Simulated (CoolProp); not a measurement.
Properties of nitrous oxide at several states.

The numbers come from the reference Helmholtz-energy equation of state, Lemmon 2006 in CoolProp. It is a short technical equation, of lower accuracy than the large ones.

| T (K) | p (kPa) | phase | density (kg/m³) | cv (kJ/(kg K)) | Joule-Thomson coefficient (K/MPa) | isothermal compressibility (1/MPa) | fugacity coefficient |
|---|---|---|---|---|---|---|---|
| 496 | 35 | gas | 0.3737 | 0.8506 | 3.471 | 28.58 | 0.9997 |
| 278.6 | 45.6 | gas | 0.8691 | 0.6683 | 12.74 | 22.00 | 0.9970 |
| 419.4 | 10200 | supercritical | 155.6 | 0.8526 | 4.390 | 0.1173 | 0.8395 |
